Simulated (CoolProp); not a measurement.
Values from CoolProp's reference Helmholtz-energy equation of state, Thol 2018.

Problem. Give the vapour pressure (MPa), liquid density (kg/m³), vapour density (kg/m³), enthalpy of vaporisation (kJ/kg) of saturated hydrogen chloride at -10.75, 20.25 °C.

Solution. 
```json
[
 {"T (°C)": "-10.75", "p (MPa)": "1.93", "liquid density (kg/m³)": "969", "vapour density (kg/m³)": "40.8", "enthalpy of vaporisation (kJ/kg)": "335"},
 {"T (°C)": "20.25", "p (MPa)": "4.25", "liquid density (kg/m³)": "836", "vapour density (kg/m³)": "99.4", "enthalpy of vaporisation (kJ/kg)": "255"}
]
```
